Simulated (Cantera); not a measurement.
A perfectly stirred reactor is fed with CH₃OH : O₂ : N₂ = 1 : 2.46 : 9.25 (molar parts), at 0.247 atm; it is adiabatic with a 375 K inlet, and is followed from long to short residence time, starting on the burning branch (τ in s: 0.059, 0.025, 0.011, 0.0044, 0.0019, 0.00079, 0.00034, 0.00014, 6e-05).

Model: GRI-Mech 3.0 (53 species, 325 reactions), integrated in Cantera. GRI-Mech 3.0 was tuned for natural gas; its chemistry of methanol as a main component is partial and can be far from experiment.

Predict: blow-out, bracketed by the residence times tried; x(CH₃OH) at τ = 59.0 ms; x(O₂) at τ = 59.0 ms; x(HCO) at τ = 59.0 ms; x(CO₂) at τ = 59.0 ms; x(CH₃OH) at τ = 1.90 ms; x(O₂) at τ = 1.90 ms; x(HCO) at τ = 1.90 ms; x(CO₂) at τ = 1.90 ms.


```
Item                                                                           Result
------------------------------------------------  -----------------------------------
blow-out, bracketed by the residence times tried  burning at 1.90 ms, out at 0.790 ms
x(CH₃OH) at τ = 59.0 ms                                                       7.37e-6
x(O₂) at τ = 59.0 ms                                                           0.0728
x(HCO) at τ = 59.0 ms                                                         2.59e-7
x(CO₂) at τ = 59.0 ms                                                          0.0732
x(CH₃OH) at τ = 1.90 ms                                                      0.000107
x(O₂) at τ = 1.90 ms                                                           0.0780
x(HCO) at τ = 1.90 ms                                                         7.33e-6
x(CO₂) at τ = 1.90 ms                                                          0.0617
```
